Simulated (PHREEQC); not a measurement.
# Copper plating or etch bath (model solution)

A solution holds 3.4 mmol/kgw Cu(BF4)2, 3.4 mmol/kgw H2SO4 and 12 mmol/kgw NaCl, at 25 °C. Closed to the air; pH follows from the charge balance.

The numbers come from PHREEQC with the ion-association model, wateq4f.dat.

This is a speciation only: nothing precipitates in the calculation.

Problem. Estimate the pH, ionic strength.

Solution. pH 2.30; ionic strength 0.0287 mol/kgw.

Problem. In which forms is S present?

Solution. SO4-2 66 %, HSO4- 20 %, CuSO4 12 %, NaSO4- 2.1 % of the S.

Real BF4- forms and hydrolyses slowly; the run takes it at equilibrium.
